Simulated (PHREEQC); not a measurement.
# Acid rinse or clean: speciation

Make-up at 25 °C: 0.011 mol H2SO4, 0.0032 mol FeCl3 and 0.00039 mol CuCl2 per kg of water. Closed to the air; pH follows from the charge balance.

All values are PHREEQC results (ion-association model, phreeqc.dat), not measurements.

| Quantity | Value |
|---|---|
| pH | 1.80 |
| ionic strength | 0.0281 mol/kgw |
| total alkalinity | -28.4 meq/kg |

| species | molality | activity | log γ |
|---|---|---|---|
| H+ | 0.0180 | 0.0158 | -0.057 |
| Cl- | 0.0103 | 0.00878 | -0.071 |
| SO4-2 | 0.00407 | 0.00219 | -0.269 |
| HSO4- | 0.00393 | 0.00336 | -0.069 |
| FeSO4+ | 0.00250 | 0.00215 | -0.067 |
| Cu+2 | 0.000309 | 0.000171 | -0.257 |
| Fe+3 | 0.000292 | 8.92e-5 | -0.514 |
| FeHSO4+2 | 0.000171 | 9.05e-5 | -0.276 |
| Fe(SO4)2- | 0.000121 | 0.000103 | -0.069 |

No solid was allowed to form. The solution is supersaturated, for example in Hematite (slow to form), Goethite (slow to form), so a real one may precipitate; this is no full list. Complexes and solids missing from the database can't appear.
